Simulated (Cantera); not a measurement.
An isothermal, constant-pressure homogeneous reactor starts with C₂H₆ : N₂ = 1 : 2.7 (molar parts), at 1248 K and 0.0133 bar.

Detailed kinetics in Cantera: GRI-Mech 3.0 (53 species, 325 reactions). GRI-Mech 3.0 stops at C3 and has no aromatics, soot or wall deposition, so with more carbon than oxygen in the feed, carbon stays in small species such as C2H2 where larger ones or solid carbon would form. Radical loss at walls, strong at low pressure, is not modelled.

x: mole fraction; the columns are a selection and need not sum to one.

| t (s) | x C₂H₆ | x C₂H₄ | x CH₄ | x CH₂ | x H | x H₂ |
|---|---|---|---|---|---|---|
| 4.00e-5 | 0.270 | 1.08e-8 | 1.74e-7 | 1.36e-12 | 4.27e-9 | 8.46e-9 |
| 0.000131 | 0.270 | 3.65e-7 | 1.83e-6 | 3.91e-11 | 5.13e-8 | 3.21e-7 |
| 0.000429 | 0.270 | 1.20e-5 | 1.82e-5 | 7.68e-10 | 5.39e-7 | 1.15e-5 |
| 0.00141 | 0.269 | 0.000339 | 0.000156 | 7.60e-9 | 4.24e-6 | 0.000329 |
| 0.00461 | 0.262 | 0.00509 | 0.00120 | 4.51e-8 | 1.34e-5 | 0.00476 |
| 0.0151 | 0.226 | 0.0300 | 0.00774 | 8.19e-8 | 1.88e-5 | 0.0274 |
| 0.0494 | 0.132 | 0.0905 | 0.0285 | 6.53e-8 | 2.31e-5 | 0.0855 |
| 0.162 | 0.0219 | 0.144 | 0.0602 | 2.20e-8 | 2.63e-5 | 0.159 |
| 0.530 | 0.00105 | 0.125 | 0.0643 | 1.28e-9 | 8.67e-6 | 0.194 |
| 1.74 | 7.27e-5 | 0.102 | 0.0632 | 9.68e-11 | 2.58e-6 | 0.212 |
| 5.69 | 1.70e-5 | 0.0779 | 0.0619 | 2.43e-11 | 1.40e-6 | 0.229 |
| 18.6 | (withheld) | (withheld) | 0.0598 | 1.99e-11 | 1.43e-6 | (withheld) |
| 61.1 | 3.56e-6 | 0.00769 | 0.0579 | 1.43e-11 | 1.34e-6 | 0.279 |
| 200 | (withheld) | (withheld) | 0.0573 | 1.30e-11 | 1.30e-6 | 0.283 |

Task: What belongs in the gaps?

Result: 
- 18.6, x C₂H₆: 1.01e-5
- 18.6, x C₂H₄: 0.0398
- 18.6, x H₂: 0.256
- 200, x C₂H₆: 2.56e-6
- 200, x C₂H₄: 0.00344
